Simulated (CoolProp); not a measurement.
Sulfur dioxide along the isobar 2.73 MPa: density (kg/m³) from the reference equation and from simpler models built on Tc = 157.5 °C, pc = 7.887 MPa, ω = 0.256; each cubic takes its own stable root.

Model: reference Helmholtz-energy equation of state, Gao 2016, in CoolProp.

| T (°C) | phase | reference | van der Waals | Redlich-Kwong | Soave-Redlich-Kwong |
|---|---|---|---|---|---|
| 19.15 | liquid | 1388 | 825.8 | 1201 | 1245 |
| 44.95 | liquid | 1314 | [?] | 1125 | 1174 |
| 70.85 | liquid | 1230 | 78.23 | 1035 | 1087 |
| 96.65 | liquid | 1129 | 68.95 | 72.78 | 975.9 |
| 122.55 | gas | 65.57 | 62.09 | 64.14 | 64.75 |
| 148.45 | gas | 58.29 | 56.72 | 57.88 | 57.98 |
| 174.25 | gas | 53.02 | 52.36 | 53.02 | 52.87 |
| 200.15 | gas | 48.88 | 48.70 | [?] | 48.78 |
| 225.95 | gas | 45.50 | 45.59 | 45.77 | 45.41 |
| 251.85 | gas | [?] | 42.88 | 42.95 | 42.55 |

Task: What belongs in the gaps?

Result: 
- 44.95, van der Waals: 781.1
- 200.15, Redlich-Kwong: 49.06
- 251.85, reference: 42.64

At some of these states van der Waals, Redlich-Kwong gives the other phase, because its saturation line lies elsewhere.
